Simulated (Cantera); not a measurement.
An isothermal, constant-pressure homogeneous reactor starts with 0.584 % CO, 0.425 % O2, 0.0643 % H2O, 98.9 % N2, equivalence ratio 0.69, at 1275 K and 3.00 bar.

Computed with Cantera and GRI-Mech 3.0 (53 species, 325 reactions).

One state of this run: x CO = 8.97e-9; x O2 = 0.00134; x H2O = 0.000645; x OH = 1.37e-7; x HO2 = 7.30e-11. x: mole fraction; the columns are a selection and need not sum to one.

Question: Which value of t (s) does it belong to?
A. 2.73
B. 0.0485
C. 10.4
D. 5.87e-5

Answer: C, 10.4
